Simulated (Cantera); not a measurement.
Mixture: CH4 : O2 : N2 : CO2 = 1 : 2 : 11.4 : 1.9 (molar parts), at 233 Torr, adiabatic and at constant pressure. Ignition delay is the time to a rise of 400 K.

Computed with Cantera and GRI-Mech 3.0 (53 species, 325 reactions).

Problem. Predict: delay at 1148 K; delay at 1248 K; delay at 1348 K; delay at 1448 K; delay at 1548 K; apparent activation energy between 1498 and 1598 K.

Solution. 
```
Property                                                Result
--------------------------------------------------  ----------
delay at 1148 K                                        0.479 s
delay at 1248 K                                        0.106 s
delay at 1348 K                                        27.2 ms
delay at 1448 K                                        8.28 ms
delay at 1548 K                                        3.05 ms
apparent activation energy between 1498 and 1598 K  180 kJ/mol
```
